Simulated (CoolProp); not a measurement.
Vapour-liquid equilibrium of methanol (1) + hexamethyldisiloxane (MM) (2) at 0.158 MPa; x and y are mole fractions of (1).

Computed with CoolProp (multi-fluid Helmholtz-energy mixture model, de Reuck 1993 and Thol 2016; pair parameters Bell 2016).

### Question
Give the bubble temperature and the first vapour's composition at x = 0.05, 0.35, 0.65. Is there an azeotrope?

### Answer
x = 0.05: 107.6 °C, y = 0.234; x = 0.35: 82.6 °C, y = 0.717; x = 0.65: 77.6 °C, y = 0.810. No azeotrope shows between x = 0.05 and 0.95.

The pair parameters rest on a limited set of measurements; away from them the model extrapolates.
